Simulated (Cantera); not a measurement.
Input: 1 mol SiH2Cl2, a varied amount of O3, at 1525 K and 6.40 Pa.

These are equilibrium values from Cantera (NASA tables, ideal gas, pure condensed phases), not measurements of a reactor. Candidate condensed phases: H2O, Si, SiO2; 30 gas species. The tables hold silica as quartz up to 1696 K and as liquid above; real silica turns to tridymite and cristobalite and melts near 1996 K. The numbers say what is thermodynamically allowed, not how fast it happens.

At 1.2 mol O3, list the 7 most abundant gas species with their mole fractions, and the condensed phases.

HCl 0.519, O2 0.232, Cl 0.165, H2O 0.0821, OH 0.00101, Cl2 0.000365, O 0.000341. Condensed: SiO2(β-quartz).
